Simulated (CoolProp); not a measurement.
Saturated liquid density (kg/m³) of R1336mzz(E): the reference equation beside estimates from Tc = 130.4 °C, pc = 27.79 bar, ω = 0.413.

The numbers come from the reference Helmholtz-energy equation of state, Akasaka 2023 in CoolProp.

```csv
T (°C),reference,Soave-Redlich-Kwong,Peng-Robinson
-3.15,1406,1233,1394
0.75,1395,1223,1383
4.55,1385,1213,1372
8.45,1374,1202,1360
12.25,1363,1192,1349
16.05,1352,1181,1337
19.95,1341,1169,1324
23.75,1329,1158,1311
27.55,1318,1146,1298
31.45,1305,1133,1284
35.25,1293,1120,1270
39.15,1281,1107,1255
42.95,1268,1094,1240
```

Absolute difference from the reference over all 13 rows, mean and median: Soave-Redlich-Kwong 12.9 and 12.8 %, Peng-Robinson 1.4 and 1.3 %.
